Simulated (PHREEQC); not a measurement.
Make-up at 20 °C: 0.0056 mol MgCl2, 0.0078 mol CO2 and 0.0001 mol MgSO4 per kg of water. Closed to the air; pH follows from the charge balance.

Model: ion-association model, wateq4f.dat, run in PHREEQC.

Precipitation was switched off in this run.

Problem. What pH does the model give?

Solution. pH 4.24.

Problem. In which forms is S present?

Solution. SO4-2 70 %, MgSO4 30 % of the S.

Species that the database lacks are ignored.
